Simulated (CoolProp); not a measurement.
Saturation properties of 1,2-dichloroethane (Tc = 288.4 °C, pc = 52.26 bar, ω = 0.269).

The numbers come from the reference Helmholtz-energy equation of state, Thol 2015 in CoolProp.

```csv
T (°C),p (bar),liquid density (kg/m³),vapour density (kg/m³),liquid cp (kJ/(kg K))
138.75,4.402,1062,13.92,1.452
144.65,5.018,1051,15.79,1.463
150.45,5.685,1040,17.82,1.475
156.35,6.431,1028,20.09,1.487
162.15,7.233,1017,22.55,1.499
168.05,8.124,1005,25.29,1.513
173.95,9.095,992.7,28.31,1.527
179.75,10.13,980.4,31.56,1.542
185.65,11.27,967.6,35.19,1.558
191.45,12.49,954.7,39.10,1.576
197.35,13.82,941.3,43.47,1.595
203.25,15.26,927.4,48.28,1.617
209.05,16.78,913.3,53.47,1.640
```

It boils at 83.5 °C under 1 atm.
